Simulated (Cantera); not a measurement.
Charge: 1 mol B₂H₆, 3.7 mol O₂, 0.14 mol H₂, at 0.850 bar.

Method: chemical equilibrium by Gibbs-energy minimisation in Cantera with the NASA 1993 tables (ideal gas, pure condensed phases). Candidate condensed phases: B, B₂O₃, B₃O₃H₃, H₂O; 23 gas species. The feed counts by its element totals alone. Gases not in the tables: H₃BO₃. Kinetics and transport are ignored. All values below are at 1198 K.

Base state: H₂O 0.823, O₂ 0.168, (HBO₂)₃ 0.00811, HBO₂ 0.000795 (mole fractions); condensed: B₂O₃(l).

Question: What changes in the equilibrium state with this change: B₂H₆ replaced by BF₃?

Answer: 
```csv
species,before,after
O₂,0.168,0.755
BF₃,0,0.186
HF,0,0.0435
H₂O,0.823,0.00736
B₃O₃F₃,0,0.00694
BOF,0,0.000834
BOF₂,0,2.83e-5
"B₂O₃(l), mol",0.953,0
```
